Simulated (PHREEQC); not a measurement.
Model water analysis in mg/kgw, 54 °C, pH 5.87, pe 11.2:

```json
[
 {"constituent": "Na", "mg/kgw": "0.0468"},
 {"constituent": "K", "mg/kgw": "5.17e-05"},
 {"constituent": "Ca", "mg/kgw": "0.131"},
 {"constituent": "Mg", "mg/kgw": "0.0372"},
 {"constituent": "Cl", "mg/kgw": "0.0366"},
 {"constituent": "S(6) as SO4", "mg/kgw": "0.0688"},
 {"constituent": "Alkalinity as HCO3", "mg/kgw": "0.522"},
 {"constituent": "B", "mg/kgw": "0.00128"},
 {"constituent": "Si as SiO2", "mg/kgw": "0.00156"},
 {"constituent": "Ni", "mg/kgw": "8.93e-05"},
 {"constituent": "Pb", "mg/kgw": "0.000795"},
 {"constituent": "O(0) (dissolved oxygen)", "mg/kgw": "0.00144"},
 {"constituent": "F", "mg/kgw": "0.00108"}
]
```

Valence states are taken as typed.

All values are PHREEQC results (ion-association model, wateq4f.dat), not measurements.

```
quantity                    before     after
------------------------  --------  --------
ionic strength (mol/kgw)   1.82e-5   2.44e-5
CO2 (mol/kgw)              2.56e-5   2.55e-5
CO3-2 (mol/kgw)           5.13e-10  5.15e-10
HF (mol/kgw)              1.98e-10  1.97e-10
SI of Pb(OH)2 (Pb(OH)2)      -3.94     -3.94
SI of Quartz (SiO2)          -3.99     -3.99
```

Q: Which change was made?
A. F from 0.00108 to 0.00324 mg/kgw
B. pH from 5.87 to 5.57 at the same alkalinity
C. Mg from 0.0372 to 0.112 mg/kgw

A: C, Mg from 0.0372 to 0.112 mg/kgw

Precipitation was switched off in this run. Constants without temperature data keep their 25 °C values here. SiF6-2 is the database's only silicon fluoride. Real BF4- forms and hydrolyses slowly; the run takes it at equilibrium.
